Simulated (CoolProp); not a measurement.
Vapour pressure (MPa) of m-xylene: the reference equation beside estimates from Tc = 343.7 °C, pc = 3.535 MPa, ω = 0.326.

Computed with CoolProp (reference Helmholtz-energy equation of state, Zhou 2012).

```json
[
 {"T (°C)": "147.35", "reference": "0.1259", "van der Waals": "0.6179", "Redlich-Kwong": "0.2460", "Peng-Robinson": "?"},
 {"T (°C)": "162.75", "reference": "0.1838", "van der Waals": "0.7432", "Redlich-Kwong": "0.3344", "Peng-Robinson": "0.1834"},
 {"T (°C)": "178.25", "reference": "0.2612", "van der Waals": "0.8850", "Redlich-Kwong": "0.4445", "Peng-Robinson": "0.2607"},
 {"T (°C)": "193.65", "reference": "0.3607", "van der Waals": "1.042", "Redlich-Kwong": "?", "Peng-Robinson": "0.3605"},
 {"T (°C)": "209.05", "reference": "0.4869", "van der Waals": "1.216", "Redlich-Kwong": "0.7354", "Peng-Robinson": "0.4873"},
 {"T (°C)": "224.45", "reference": "0.6442", "van der Waals": "1.408", "Redlich-Kwong": "0.9215", "Peng-Robinson": "?"},
 {"T (°C)": "239.95", "reference": "0.8385", "van der Waals": "1.618", "Redlich-Kwong": "1.139", "Peng-Robinson": "0.8417"},
 {"T (°C)": "255.35", "reference": "1.072", "van der Waals": "1.846", "Redlich-Kwong": "1.388", "Peng-Robinson": "1.078"}
]
```

Task: What belongs in the gaps?

Result: 
- 147.35, Peng-Robinson: 0.1256
- 193.65, Redlich-Kwong: 0.5771
- 224.45, Peng-Robinson: 0.6456

Absolute difference from the reference over all 8 rows, mean and median: van der Waals 194.5 and 169.3 %, Redlich-Kwong 58.4 and 55.5 %, Peng-Robinson 0.2 and 0.2 %.
